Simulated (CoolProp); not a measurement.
Model: reference Helmholtz-energy equation of state, Smukala 2000, in CoolProp.

### Question
For ethylene, give the phase and the density (kg/m³), cv (kJ/(kg K)), speed of sound (m/s) at 385.5 K and 13.2 MPa; 282.7 K and 5.52 MPa.

### Answer
- 385.5 K and 13.2 MPa: supercritical; density 160, cv 1.67, speed of sound 351
- 282.7 K and 5.52 MPa: supercritical; density 309, cv 1.58, speed of sound 317
